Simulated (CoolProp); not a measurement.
Vapour-liquid equilibrium of CHF3 (R23) (1) + R143a (2) at 208.3 K; x and y are mole fractions of (1).

Values from CoolProp's multi-fluid Helmholtz-energy mixture model, Penoncello 2003 and Lemmon and Jacobsen 2000; pair parameters Bell 2016.

```json
[
 {"x": "0.05", "bubble pressure, mixture model (MPa)": "0.04897", "bubble pressure, Raoult's law (MPa)": "0.05094", "y, mixture model": "0.210", "y, Raoult's law": "0.245"},
 {"x": "0.15", "bubble pressure, mixture model (MPa)": "0.06821", "bubble pressure, Raoult's law (MPa)": "0.07180", "y, mixture model": "0.491", "y, Raoult's law": "0.520"},
 {"x": "0.25", "bubble pressure, mixture model (MPa)": "0.08961", "bubble pressure, Raoult's law (MPa)": "0.09267", "y, mixture model": "0.658", "y, Raoult's law": "0.672"},
 {"x": "0.35", "bubble pressure, mixture model (MPa)": "0.1120", "bubble pressure, Raoult's law (MPa)": "0.1135", "y, mixture model": "0.762", "y, Raoult's law": "0.768"},
 {"x": "0.45", "bubble pressure, mixture model (MPa)": "0.1345", "bubble pressure, Raoult's law (MPa)": "0.1344", "y, mixture model": "0.832", "y, Raoult's law": "0.834"},
 {"x": "0.55", "bubble pressure, mixture model (MPa)": "0.1565", "bubble pressure, Raoult's law (MPa)": "0.1553", "y, mixture model": "0.880", "y, Raoult's law": "0.883"},
 {"x": "0.65", "bubble pressure, mixture model (MPa)": "0.1777", "bubble pressure, Raoult's law (MPa)": "0.1761", "y, mixture model": "0.916", "y, Raoult's law": "0.920"},
 {"x": "0.75", "bubble pressure, mixture model (MPa)": "0.1981", "bubble pressure, Raoult's law (MPa)": "0.1970", "y, mixture model": "0.944", "y, Raoult's law": "0.949"},
 {"x": "0.85", "bubble pressure, mixture model (MPa)": "0.2182", "bubble pressure, Raoult's law (MPa)": "0.2178", "y, mixture model": "0.968", "y, Raoult's law": "0.972"},
 {"x": "0.95", "bubble pressure, mixture model (MPa)": "0.2386", "bubble pressure, Raoult's law (MPa)": "0.2387", "y, mixture model": "0.989", "y, Raoult's law": "0.992"}
]
```

The largest gap from Raoult's law is -5.0 % in bubble pressure, at x = 0.15. No azeotrope shows between x = 0.05 and 0.95.

Pair parameters are fitted to limited data, so mixtures are less certain than the pure fluids. The gap from Raoult's law changes sign with composition, which may be real or a fault of the pair parameters; it wasn't checked against measurements.
